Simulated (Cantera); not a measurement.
A closed system holds: 1 mol SiH₄, 1.1 mol C₂H₄, 5.9 mol H₂, at 0.630 bar.

Cantera equilibrium calculation (NASA polynomials, part measured and part estimated; ideal gas, pure solids and liquids). Candidate condensed phases: C, C₆H₆, C₇H₈, C₈H₁₈, Si, SiC; 87 gas species. Equilibrium is a limit: real reactors are often held back by kinetics, nucleation or transport.

Question: At 1900 K, list the 4 most abundant gas species with their mole fractions, and the condensed phases.

Answer: H₂ 0.998, H 0.000999, C₂H₂ (acetylene) 0.000381, CH₄ 0.000353. Condensed: C(graphite) + SiC(s).
